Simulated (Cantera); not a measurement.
## Thermodynamics of halide evaporation, hydrolysis and transport, feed LiCl + H2 + N2

Charge: 1 mol LiCl, 1 mol H2, 0.25 mol N2, held at 1.10 Pa.

Cantera equilibrium calculation (NASA polynomials, part measured and part estimated; ideal gas, pure solids and liquids). Candidate condensed phases: Li, LiCl, LiH, Li3N, NH4Cl; 19 gas species. The numbers say what is thermodynamically allowed, not how fast it happens.

From 1048 K to 1598 K nothing is condensed. The main Li-bearing gas is LiCl throughout.

```
T (K)   x H2  x LiCl   x N2       x H      x Li     x HCl
-----  -----  ------  -----  --------  --------  --------
1048   0.447   0.437  0.112   1.56e-6   4.66e-5   4.66e-5
1098   0.445   0.442  0.111   4.98e-6   9.30e-5   9.31e-5
1148   0.445   0.443  0.111   1.44e-5  0.000174  0.000174
1198   0.444   0.444  0.111   3.82e-5  0.000310  0.000310
1248   0.444   0.444  0.111   9.38e-5  0.000525  0.000525
1298   0.444   0.443  0.111  0.000215  0.000854  0.000854
1348   0.443   0.443  0.111  0.000464   0.00134   0.00134
1398   0.442   0.442  0.111  0.000949   0.00204   0.00203
1448   0.441   0.440  0.111   0.00185   0.00300   0.00299
1498   0.439   0.438  0.111   0.00343   0.00432   0.00429
1548   0.436   0.436  0.110   0.00613   0.00605   0.00599
1598   0.431   0.432  0.110    0.0105   0.00831   0.00815
```
x: gas mole fraction; nothing condenses.
